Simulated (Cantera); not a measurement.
What does this Cantera script print?

```python
import numpy as np
import cantera as ct

gas_names = """
    NH3 Br2 N2 HBr
""".split()
cond_names = """

""".split()


# ... load() reads the species with a 1 bar reference pressure and builds the phases ...
species = {s.name: s for s in load("nasa_gas.yaml", gas_names) + load("nasa_condensed.yaml", cond_names)}
# Each term lists the table entries of one substance; the one whose range holds T is used.
reactions = {
    '2 NH3(g) + 3 Br2(g) = N2(g) + 6 HBr(g)':
        [(-2, ['NH3']), (-3, ['Br2']), (1, ['N2']), (6, ['HBr'])],
}


def pick(names, T):
    return next(species[n] for n in names if species[n].thermo.min_temp <= T <= species[n].thermo.max_temp)


results = []
for label, terms in reactions.items():
    print(label)
    print("     T/K   dH/kJ  dS/(J/K)   dG/kJ   log10 K")
    for T in [300, 1348, 1448, 1548, 1648, 1748, 1848, 1948, 2048, 2148, 2248]:
        used = [(nu, pick(names, T)) for nu, names in terms]
        dH = sum(nu * s.thermo.h(T) for nu, s in used) / 1e6
        dS = sum(nu * s.thermo.s(T) for nu, s in used) / 1e3
        dG = dH - T * dS / 1e3
        logK = -dG * 1e6 / (ct.gas_constant * T * np.log(10))
        results.append((label, T, dH, dS, dG, logK, [s.name for _, s in used]))
        print(f"{T:8g} {dH:8.1f} {dS:8.1f} {dG:8.1f} {logK:8.2f}")
```

It prints:

```
2 NH3(g) + 3 Br2(g) = N2(g) + 6 HBr(g)
     T/K   dH/kJ  dS/(J/K)   dG/kJ   log10 K
     300   -219.5    262.0   -298.1    51.90
    1348   -214.0    274.4   -583.9    22.62
    1448   -214.2    274.3   -611.3    22.05
    1548   -214.5    274.1   -638.7    21.55
    1648   -214.9    273.8   -666.1    21.11
    1748   -215.5    273.5   -693.5    20.72
    1848   -216.1    273.1   -720.8    20.37
    1948   -216.9    272.7   -748.1    20.06
    2048   -217.9    272.2   -775.3    19.78
    2148   -218.9    271.7   -802.5    19.52
    2248   -220.1    271.2   -829.7    19.28
```

Cantera with NASA thermochemical tables; ideal gases at 1 bar, condensed phases pure. Condensed species are held in their standard states even where they would react or evaporate.
